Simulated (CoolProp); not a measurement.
Dimethyl carbonate along the isobar 0.777 MPa: fugacity coefficient from the reference equation and from simpler models built on Tc = 557.0 K, pc = 4.909 MPa, ω = 0.346; each cubic takes its own stable root.

Values from CoolProp's reference Helmholtz-energy equation of state, Zhou 2011.

| T (K) | phase | reference | van der Waals | Soave-Redlich-Kwong | Peng-Robinson |
|---|---|---|---|---|---|
| 504.4 | gas | 0.9257 | 0.9406 | 0.9251 | 0.9190 |
| 515 | gas | 0.9305 | 0.9435 | 0.9301 | 0.9241 |
| 525.6 | gas | 0.9349 | 0.9462 | 0.9347 | 0.9288 |
| 536.2 | gas | 0.9389 | 0.9487 | 0.9390 | 0.9332 |
| 546.9 | gas | 0.9427 | 0.9511 | 0.9431 | 0.9373 |
| 557.5 | gas | 0.9462 | 0.9533 | 0.9467 | 0.9410 |
| 568.1 | gas | 0.9494 | 0.9554 | 0.9502 | 0.9446 |
| 578.7 | gas | 0.9523 | 0.9573 | 0.9534 | 0.9479 |
| 589.4 | gas | 0.9551 | 0.9592 | 0.9564 | 0.9510 |
| 600 | gas | 0.9577 | 0.9610 | 0.9592 | 0.9538 |
